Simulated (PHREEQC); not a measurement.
A solution holds 0.047 mol/kgw KOH, 0.0013 mol/kgw Al(NO3)3, 6e-06 mol/kgw CO2 and 0.0015 mol/kgw KCl, at 20 °C. Closed to the air; pH follows from the charge balance.

The numbers come from PHREEQC with the ion-association model, wateq4f.dat.

Precipitation was switched off in this run.

Q: Estimate the pH, ionic strength.

A: pH 12.70; ionic strength 0.0485 mol/kgw.
